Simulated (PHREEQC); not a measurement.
Dissolve 0.017 mol/kgw KH2PO4 and 0.00026 mol/kgw H2SO4 at 20 °C. Closed to the air; pH follows from the charge balance.

All values are PHREEQC results (ion-association model, wateq4f.dat), not measurements.

No solid was allowed to form.

Order these S species by the share of S that they hold, largest first: HSO4-, KSO4-, SO4-2.

SO4-2 (93 %), KSO4- (6.1 %), HSO4- (0.93 %)

The pH is 3.78 and the ionic strength 0.0174 mol/kgw. H3PO4, which wateq4f.dat lacks, is added to it with the constant of phreeqc.dat.
